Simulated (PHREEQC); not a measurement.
## Hard or scaling water: an equilibrium model

Consider water at 30 °C with 0.0068 mol CaSO4, 0.0018 mol Na2SO4 and 0.0011 mol H4SiO4 per kg of water. Closed to the air; pH follows from the charge balance.

Model: ion-association model, phreeqc.dat, run in PHREEQC.

Each row changes one thing in this solution. No solid was allowed to form.

```tsv
case	pH	ionic strength (mol/kgw)	SO4-2 (mol/kgw)	CaSO4 (mol/kgw)	H3SiO4- (mol/kgw)	HSO4- (mol/kgw)	SI of SiO2(a) (SiO2)	SI of Gypsum (CaSO4:2H2O)
as made	6.41	0.0250	0.00668	0.00186	5.81e-7	1.80e-7	-0.28	-0.41
Na2SO4 left out	6.40	…	0.00516	…	5.58e-7	…	-0.29	-0.47
temperature from 30 to 90 °C	6.19	0.0239	0.00639	0.00212	1.40e-6	1.34e-6	-0.68	-0.30
Na2SO4 replaced by NaHSO4 at the same molality	…	0.0243	0.00627	0.00178	…	0.000498	-0.28	-0.43
H4SiO4 replaced by (NH4)2SiF6 at the same molality	3.31	0.0285	0.00649	0.00173	2.10e-10	0.000217	-0.63	-0.44
temperature from 30 to 50 °C	6.30	0.0246	0.00656	0.00197	8.11e-7	3.63e-7	-0.43	-0.41
```

Complete the blanks.


- Na2SO4 left out, ionic strength (mol/kgw): 0.0207
- Na2SO4 left out, CaSO4 (mol/kgw): 0.00164
- Na2SO4 left out, HSO4- (mol/kgw): 1.48e-7
- Na2SO4 replaced by NaHSO4 at the same molality, pH: 2.95
- Na2SO4 replaced by NaHSO4 at the same molality, H3SiO4- (mol/kgw): 1.99e-10

Species that the database lacks are ignored. Some of these states are supersaturated (in Quartz (slow to form), Chalcedony (slow to form), Fluorite, for instance). At this temperature some constants are extrapolated from 25 °C, and those without enthalpy data are left unchanged. SiF6-2 is the database's only silicon fluoride.
